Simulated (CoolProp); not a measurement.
Saturation properties of sulfur hexafluoride.

The numbers come from the reference Helmholtz-energy equation of state, Guder 2009 in CoolProp.

| T (K) | p (MPa) | enthalpy of vaporisation (kJ/kg) | liquid cp (kJ/(kg K)) | vapour Z | surface tension (mN/m) | liquid viscosity (µPa s) |
|---|---|---|---|---|---|---|
| 228.7 | 0.2861 | 108.4 | 0.8532 | 0.9184 | 10.8 | 381 |
| 232.3 | 0.3298 | 106.8 | ? | 0.9098 | 10.2 | 361 |
| 235.8 | 0.3770 | 105.3 | 0.8761 | 0.9009 | 9.69 | 342 |
| 239.4 | 0.4306 | 103.6 | 0.8881 | 0.8912 | 9.15 | 323 |
| 243 | 0.4898 | 101.8 | 0.9006 | 0.8809 | 8.63 | 305 |
| 246.5 | 0.5529 | 100.0 | 0.9132 | 0.8703 | 8.12 | 289 |
| 250.1 | ? | 98.16 | 0.9268 | 0.8588 | ? | 272 |
| 253.6 | 0.6995 | ? | 0.9406 | ? | 7.12 | 257 |
| 257.2 | 0.7839 | 94.23 | 0.9557 | 0.8342 | 6.62 | 242 |
| 260.7 | 0.8730 | 92.16 | 0.9714 | ? | 6.14 | 228 |

Q: Some entries are withheld; supply them.

A: 
- 232.3, liquid cp (kJ/(kg K)): 0.8647
- 250.1, p (MPa): 0.6240
- 250.1, surface tension (mN/m): 7.61
- 253.6, enthalpy of vaporisation (kJ/kg): 96.26
- 253.6, vapour Z: 0.8470
- 260.7, vapour Z: 0.8210

Viscosity comes from a separate model (Quiñones-Cisneros 2012). Surface tension comes from a separate correlation (Mulero 2012).
